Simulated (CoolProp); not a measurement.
Vapour-liquid equilibrium of CH2F2 (R32) (1) + R1234ze(E) (2) at 46.6 kPa; x and y are mole fractions of (1).

Values from CoolProp's multi-fluid Helmholtz-energy mixture model, Tillner-Roth 1997 and Thol 2016; pair parameters Bell 2023.

```csv
x,bubble temperature (°C),y at the bubble point,dew temperature at overall composition x (°C),liquid density (mol/L)
0.05,-40.0,0.244,-36.3,12.12
0.125,-45.3,0.475,-37.6,12.71
0.2,-49.2,0.614,-39.1,13.32
0.275,-52.3,0.704,-40.6,13.96
0.35,-54.7,0.766,-42.2,14.63
0.425,-56.7,0.812,-44.0,15.36
0.5,-58.3,0.848,-45.9,16.14
0.575,-59.7,0.877,-48.0,17.00
0.65,-60.9,0.902,-50.4,17.94
0.725,-62.1,0.925,-53.1,18.99
0.8,-63.1,0.946,-56.1,20.15
0.875,-64.1,0.967,-59.6,21.46
0.95,-65.1,0.987,-63.3,22.95
```

No azeotrope shows between x = 0.05 and 0.95.

The pair parameters rest on a limited set of measurements; away from them the model extrapolates.
